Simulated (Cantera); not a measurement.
A perfectly stirred reactor is fed with 7.48 % CH4, 19.4 % O2, 73.1 % N2, at 1.00 atm; it is adiabatic with a 823 K inlet, and is followed from long to short residence time, starting on the burning branch (τ in s: 0.26, 0.12, 0.054, 0.024, 0.011, 0.0049, 0.0022, 0.001, 0.00045, 0.0002, 9.1e-05, 4.1e-05, 1.8e-05).

Model: GRI-Mech 3.0 (53 species, 325 reactions), integrated in Cantera.

Problem. Predict: blow-out, bracketed by the residence times tried; x(CH4) at τ = 0.260 s; x(O2) at τ = 0.260 s; x(CO2) at τ = 0.260 s; x(CH4) at τ = 2.20 ms; x(O2) at τ = 2.20 ms; x(CO2) at τ = 2.20 ms; x(C2H4) at τ = 2.20 ms.

Solution. 
| Property | Value |
|---|---|
| blow-out, bracketed by the residence times tried | burning at 41.0 µs, out at 18.0 µs |
| x(CH4) at τ = 0.260 s | 6.14e-7 |
| x(O2) at τ = 0.260 s | 0.0430 |
| x(CO2) at τ = 0.260 s | 0.0704 |
| x(CH4) at τ = 2.20 ms | 3.76e-5 |
| x(O2) at τ = 2.20 ms | 0.0479 |
| x(CO2) at τ = 2.20 ms | 0.0638 |
| x(C2H4) at τ = 2.20 ms | 5.39e-9 |
